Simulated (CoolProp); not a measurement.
Computed with CoolProp (reference Helmholtz-energy equation of state, de Reuck 1990).

For fluorine, give the phase and the cv (kJ/(kg K)), Joule-Thomson coefficient (K/MPa) at 68.7 K and 124 bar; 231 K and 1.86 bar; 125.6 K and 8.96 bar.


- 68.7 K and 124 bar: liquid; cv 0.880, Joule-Thomson coefficient -0.316
- 231 K and 1.86 bar: gas; cv 0.575, Joule-Thomson coefficient 3.10
- 125.6 K and 8.96 bar: gas; cv 0.595, Joule-Thomson coefficient 10.6
